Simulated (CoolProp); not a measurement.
The fluid at 293.15 K and 0.017 MPa is throttled through a valve to 0.00121 MPa with no heat exchange. The same conditions are run with several fluids, on thermodynamics alone (safety and materials aside).

Model: reference Helmholtz-energy equation of state of each fluid (R245fa: Akasaka 2015; propyne: Polt 1992; R1224YDZ: Akasaka 2023; normal hydrogen: Leachman 2009; cis-2-butene: Lemmon 2005), in CoolProp. The equations of Platzer and Polt are older, rougher fits.

| fluid | temperature change (K) | final density (kg/m³) |
|---|---|---|
| R245fa | ___ | 0.0667 |
| propyne | ___ | ___ |
| R1224YDZ | -0.6 | ___ |
| normal hydrogen | ___ | 0.00100 |
| cis-2-butene | -0.6 | ___ |

**Question.** What belongs in the gaps?

**Answer.** 
- R245fa, temperature change (K): -0.5
- propyne, temperature change (K): -0.4
- propyne, final density (kg/m³): 0.0199
- R1224YDZ, final density (kg/m³): 0.0739
- normal hydrogen, temperature change (K): +0.0
- cis-2-butene, final density (kg/m³): 0.0279
